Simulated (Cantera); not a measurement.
Input: 1 mol AlN, 3.4 mol HCl, 52 mol H2.

Equilibrium computed with Cantera from the NASA thermochemical tables; the gas is ideal and each condensed phase is pure. Candidate condensed phases: Al, AlCl3, AlN, NH4Cl; 20 gas species. The tables' values for AlCl2 are old estimates. Equilibrium is a limit: real reactors are often held back by kinetics, nucleation or transport.

Question: What condenses at these points (T in °C, P in Pa): (1102, 170); (1127, 7700); (1177, 46); (1127, 170); (1102, 13)?

Answer: 
```csv
T (°C),P in Pa,condensed phases,Al condensed (%)
1102,170,AlN,1.2
1127,7700,AlN,43.7
1177,46,gas only,0.0
1127,170,gas only,0.0
1102,13,gas only,0.0
```
